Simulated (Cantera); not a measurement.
Feed: 1 mol C, 2.4 mol H2O, 1.5 mol N2, at 1648.15 K and 8.60 bar.

These are equilibrium values from Cantera (NASA tables, ideal gas, pure condensed phases), not measurements of a reactor. Candidate condensed phases: C, C6H6, C7H8, C8H18, H2O; 136 gas species. Kinetics and transport are ignored.

Base state: N2 0.306, H2 0.251, H2O 0.239, CO 0.157, CO2 0.0468, NH3 2.47e-5, H 1.52e-5 (mole fractions); condensed: gas only.

Problem. What changes in the equilibrium state with this change: C replaced by C2H2?

Solution. 
| species | before | after |
|---|---|---|
| H2 | 0.251 | 0.444 |
| CO | 0.157 | 0.280 |
| N2 | 0.306 | 0.217 |
| H2O | 0.239 | 0.0485 |
| CO2 | 0.0468 | 0.00955 |
| CH4 | 6.69e-7 | 3.26e-5 |
| HCN | 7.00e-7 | 1.22e-5 |
| NH3 | 2.47e-5 | 4.90e-5 |

Problem. What changes in the equilibrium state with this change: temperature from 1648.15 K to 798 K?

Solution. 
```tsv
species	before	after
N2	0.306	0.363
H2O	0.239	0.294
CO2	0.0468	0.138
H2	0.251	0.0998
CO	0.157	0.0109
CH4	6.69e-7	0.0933
H	1.52e-5	<1e-9
NH3	2.47e-5	0.000498
```
